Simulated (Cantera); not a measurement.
Feed: 1 mol HMDSO, a varied amount of H₂O, 40 mol N₂, equilibrated at 1273.15 K and 1.00 bar.

Equilibrium computed with Cantera from the NASA thermochemical tables; the gas is ideal and each condensed phase is pure. Candidate condensed phases: C, C₆H₆, C₇H₈, C₈H₁₈, H₂O, Si, SiC, SiO₂, Si₂N₂O, Si₃N₄; 151 gas species. The feed counts by its element totals alone. N₂ is the only nitrogen source here; it is nearly inert below about 1500 K, so the nitride shown seldom forms there in practice. Mutual solubility and eutectic melting of coexisting phases are not modelled. The tables hold silica as quartz up to 1696 K and as liquid above; real silica turns to tridymite and cristobalite and melts near 1996 K. Kinetics and transport are ignored.

**Question.** Which condensed phases are stable at each of these points (n(H₂O) (mol)): 0.61, 1.3, 2, 2.8, 3.5, 4.2, 4.9, 5.6, 6.3, 7, 7.8, 8.5?

**Answer.** 
| n(H₂O) (mol) | condensed phases | Si condensed (%) |
|---|---|---|
| 0.61 | C(graphite) + Si₂N₂O(s) | 100.0 |
| 1.3 | C(graphite) + Si₂N₂O(s) | 100.0 |
| 2 | C(graphite) + SiO₂(β-quartz) + Si₂N₂O(s) | 100.0 |
| 2.8 | C(graphite) + SiO₂(β-quartz) + Si₂N₂O(s) | 100.0 |
| 3.5 | C(graphite) + SiO₂(β-quartz) + Si₂N₂O(s) | 100.0 |
| 4.2 | C(graphite) + SiO₂(β-quartz) + Si₂N₂O(s) | 100.0 |
| 4.9 | C(graphite) + SiO₂(β-quartz) | 100.0 |
| 5.6 | C(graphite) + SiO₂(β-quartz) | 100.0 |
| 6.3 | C(graphite) + SiO₂(β-quartz) | 100.0 |
| 7 | C(graphite) + SiO₂(β-quartz) | 100.0 |
| 7.8 | C(graphite) + SiO₂(β-quartz) | 100.0 |
| 8.5 | C(graphite) + SiO₂(β-quartz) | 100.0 |

From 0.61 mol H₂O to 1.3 mol H₂O the condensed part is C(graphite) + Si₂N₂O(s). From 2 mol H₂O to 4.2 mol H₂O the condensed part is C(graphite) + SiO₂(β-quartz) + Si₂N₂O(s). From 4.9 mol H₂O to 8.5 mol H₂O the condensed part is C(graphite) + SiO₂(β-quartz).
